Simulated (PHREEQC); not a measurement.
Make-up at 35 °C: 2.8 mmol/kgw PbCl2, 0.089 mmol/kgw HNO3 and 10 mmol/kgw Zn(NO3)2. Closed to the air; pH follows from the charge balance.

Computed with PHREEQC (ion-association model, phreeqc.dat).

Precipitation was switched off in this run.

Q: Order these Cl species by the share of Cl that they hold, largest first: PbCl+, ZnCl+, Cl-.

A: Cl- (93 %), PbCl+ (5.0 %), ZnCl+ (1.9 %)

The pH is 4.11 and the ionic strength 0.0371 mol/kgw. Species that the database lacks are ignored.
